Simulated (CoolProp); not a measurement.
Vapour-liquid equilibrium of octamethyltrisiloxane (MDM) (1) + octamethylcyclotetrasiloxane (D4) (2) at 85.85 °C; x and y are mole fractions of (1).

The numbers come from the multi-fluid Helmholtz-energy mixture model, Thol 2017 and Thol 2015; pair parameters Bell 2016 in CoolProp.

```json
[
 {"x": "0.05", "bubble pressure (MPa)": "0.005126", "y at the bubble point": "0.122", "dew pressure at overall composition x (MPa)": "0.004886", "liquid density (mol/L)": "2.977"},
 {"x": "0.2", "bubble pressure (MPa)": "0.006214", "y at the bubble point": "0.385", "dew pressure at overall composition x (MPa)": "0.005411", "liquid density (mol/L)": "(withheld)"},
 {"x": "0.35", "bubble pressure (MPa)": "0.007223", "y at the bubble point": "0.565", "dew pressure at overall composition x (MPa)": "(withheld)", "liquid density (mol/L)": "3.038"},
 {"x": "0.5", "bubble pressure (MPa)": "0.008206", "y at the bubble point": "0.702", "dew pressure at overall composition x (MPa)": "0.006827", "liquid density (mol/L)": "3.070"},
 {"x": "0.65", "bubble pressure (MPa)": "0.009194", "y at the bubble point": "(withheld)", "dew pressure at overall composition x (MPa)": "0.007805", "liquid density (mol/L)": "3.102"},
 {"x": "0.8", "bubble pressure (MPa)": "0.01020", "y at the bubble point": "0.904", "dew pressure at overall composition x (MPa)": "0.009069", "liquid density (mol/L)": "3.136"},
 {"x": "0.95", "bubble pressure (MPa)": "0.01123", "y at the bubble point": "(withheld)", "dew pressure at overall composition x (MPa)": "0.01081", "liquid density (mol/L)": "3.169"}
]
```

Q: What belongs in the gaps?

A: 
- 0.2, liquid density (mol/L): 3.007
- 0.35, dew pressure at overall composition x (MPa): 0.006046
- 0.65, y at the bubble point: 0.813
- 0.95, y at the bubble point: 0.978

No azeotrope shows between x = 0.05 and 0.95.

Pair parameters are fitted to limited data, so mixtures are less certain than the pure fluids.
